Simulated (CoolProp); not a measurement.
Values from CoolProp's reference Helmholtz-energy equation of state, Lemmon 2006. It is a short technical equation, of lower accuracy than the large ones.

Q: Give the vapour pressure (MPa), vapour density (kg/m³), enthalpy of vaporisation (kJ/kg) of saturated CH3F (R41) at 256, 278.6, 292.2 K.

A: 
```tsv
T (K)	p (MPa)	vapour density (kg/m³)	enthalpy of vaporisation (kJ/kg)
256	1.24	25.0	379
278.6	2.36	50.3	316
292.2	3.32	77.1	265
```
